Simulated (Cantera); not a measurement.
A perfectly stirred reactor is fed with H2 : O2 : N2 = 0.0082 : 1 : 0.57 (molar parts), equivalence ratio 0.0041, at 0.0132 atm; it is held at 1000 K, and followed from long to short residence time.

Cantera simulation using the H2/O2 subset of GRI-Mech 3.0, which has no nitrogen chemistry; the numbers are that mechanism's predictions, not measurements. Radical loss at walls, strong at low pressure, is not modelled.

Q: What does this change do: temperature 1000 to 1198 K?

A: 
| quantity | before | after |
|---|---|---|
| x(H2) at τ = 28.0 s | 1.95e-5 | 5.03e-6 |
| x(O2) at τ = 28.0 s | 0.633 | 0.632 |
| x(HO2) at τ = 28.0 s | 2.17e-7 | 1.00e-7 |
| x(H2O) at τ = 28.0 s | 0.00517 | 0.00516 |
| x(O) at τ = 28.0 s | 9.35e-5 | 0.000218 |
| x(H2) at τ = 0.250 s | 0.000264 | 7.86e-5 |
| x(O2) at τ = 0.250 s | 0.632 | 0.630 |
| x(HO2) at τ = 0.250 s | 1.23e-6 | 4.51e-7 |
| x(H2O) at τ = 0.250 s | 0.00479 | 0.00489 |
| x(O) at τ = 0.250 s | 0.00117 | 0.00264 |
